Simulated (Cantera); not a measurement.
What does this Cantera script print?

```python
import numpy as np
import cantera as ct

gas_names = """
    N NO NO2 NO3 N2 N2O O O2 O3 Zr ZrN ZrO ZrO2
""".split()
cond_names = """
    Zr(a) Zr(b) Zr(L) ZrN(s) ZrN(L) ZrO2(a) ZrO2(b) ZrO2(L)
""".split()


# ... load() reads the species with a 1 bar reference pressure and builds the phases ...
atoms = {
    'Zr': {'Zr': 1},
    'N2O': {'N': 2, 'O': 1},
}
top_T = {}  # K; cautious upper limits of use, not melting points


# ... equilibrate(T, P, feed) seeds the gas with the atoms and calls Mixture.equilibrate('TP', solver="vcs", rtol=1e-11, max_steps=5000) ...
results = []
feed = {'Zr': 1, 'N2O': 2.9}  # mol
P = 22000  # Pa
for T in [1648, 1848, 2048, 2248, 2448, 2648, 2848]:
    mix = equilibrate(T, P, feed)
    results.append((T, P, feed, dict(zip(mix.species_names, mix.species_moles))))
    x = sorted(zip(gas.X, gas.species_names), reverse=True)
    print(f"T = {T:g} K  P = {P:g} Pa  gas = {mix.phase_moles(0):.4g} mol")
    print("   x: " + "  ".join(f"{s} {v:.3e}" for v, s in x if v > 1e-05))
    print("   condensed (mol): " + ("  ".join(f"{mix.phase(i).name} {mix.phase_moles(i):.4g}"
          for i in range(1, mix.n_phases) if mix.phase_moles(i) > 1e-12) or "none"))
```

Result:

```
T = 1648 K  P = 22000 Pa  gas = 3.35 mol
   x: N2 8.647e-01  O2 1.333e-01  NO 1.974e-03  O 1.971e-05
   condensed (mol): ZrO2(b) 1
T = 1848 K  P = 22000 Pa  gas = 3.35 mol
   x: N2 8.636e-01  O2 1.322e-01  NO 4.047e-03  O 1.468e-04
   condensed (mol): ZrO2(b) 1
T = 2048 K  P = 22000 Pa  gas = 3.351 mol
   x: N2 8.618e-01  O2 1.303e-01  NO 7.178e-03  O 7.380e-04
   condensed (mol): ZrO2(b) 1
T = 2248 K  P = 22000 Pa  gas = 3.355 mol
   x: N2 8.588e-01  O2 1.270e-01  NO 1.141e-02  O 2.770e-03
   condensed (mol): ZrO2(b) 1
T = 2448 K  P = 22000 Pa  gas = 3.364 mol
   x: N2 8.538e-01  O2 1.213e-01  NO 1.657e-02  O 8.284e-03
   condensed (mol): ZrO2(b) 1
T = 2648 K  P = 22000 Pa  gas = 3.385 mol
   x: N2 8.457e-01  O2 1.116e-01  NO 2.219e-02  O 2.055e-02  ZrO2 1.252e-05
   condensed (mol): ZrO2(b) 1
T = 2848 K  P = 22000 Pa  gas = 3.424 mol
   x: N2 8.332e-01  O2 9.612e-02  O 4.322e-02  NO 2.734e-02  ZrO2 1.424e-04
   condensed (mol): ZrO2(b) 0.9995
```

These are equilibrium values from Cantera (NASA tables, ideal gas, pure condensed phases), not measurements of a reactor.
